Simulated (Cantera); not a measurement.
# Equilibrium for carbothermic reduction: Fe3O4 + C + CO

A closed system holds: 1 mol Fe3O4, 6.2 mol C, 0.46 mol CO, held at 165 Torr.

These are equilibrium values from Cantera (NASA tables, ideal gas, pure condensed phases), not measurements of a reactor. Candidate condensed phases: C, Fe, Fe(CO)5, FeO, Fe2O3, Fe3O4; 15 gas species. Iron dissolves carbon and melts from about 1420 K in contact with it, which pure phases cannot show. Condensed phases not in the tables: cementite and carbon dissolved in iron. Equilibrium is a limit: real reactors are often held back by kinetics, nucleation or transport.

```tsv
T (K)	x CO	x CO2	x Fe	n C(graphite)	n Fe(α)	n Fe(γ)
1048	0.955	0.0446	<1e-12	2.39	3.00	0
1098	0.981	0.0193	5.29e-12	2.28	3.00	0
1148	0.991	0.00879	3.63e-11	2.24	3.00	0
1198	0.996	0.00424	2.11e-10	2.22	0	3.00
1248	0.998	0.00216	1.06e-9	2.21	0	3.00
1298	0.999	0.00116	4.69e-9	2.21	0	3.00
1348	0.999	0.000655	1.85e-8	2.20	0	3.00
1398	1.000	0.000385	6.63e-8	2.20	0	3.00
1448	1.000	0.000235	2.17e-7	2.20	0	3.00
```
x: gas mole fraction; n: condensed amount in mol.

From 1048 K to 1148 K the condensed part is C(graphite) + Fe(α). From 1198 K to 1448 K the condensed part is C(graphite) + Fe(γ).
